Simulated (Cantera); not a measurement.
An adiabatic, constant-pressure homogeneous reactor starts with CO : H₂ : O₂ : N₂ = 1 : 0.77 : 0.681 : 2.56 (molar parts), at 1075 K and 85000 Pa.

Computed with Cantera and GRI-Mech 3.0 (53 species, 325 reactions).

### Question
Predict: time of steepest temperature rise; temperature at 6.00 s; equilibrium temperature; x(CO) at 6.00 s; x(H₂) at 6.00 s; x(O₂) at 6.00 s; x(H₂O₂) at 6.00 s; x(NO₂) at 6.00 s; x(HO₂) at 6.00 s.

### Answer
- time of steepest temperature rise = 0.148 ms
- temperature at 6.00 s = 2677 K
- equilibrium temperature = 2677 K
- x(CO) at 6.00 s = 0.107 (gas-phase equilibrium 0.107)
- x(H₂) at 6.00 s = 0.0195 (gas-phase equilibrium 0.0195)
- x(O₂) at 6.00 s = 0.0111 (gas-phase equilibrium 0.0111)
- x(H₂O₂) at 6.00 s = 1.39e-7 (gas-phase equilibrium 1.39e-7)
- x(NO₂) at 6.00 s = 9.56e-7 (gas-phase equilibrium 9.56e-7)
- x(HO₂) at 6.00 s = 2.77e-6 (gas-phase equilibrium 2.77e-6)
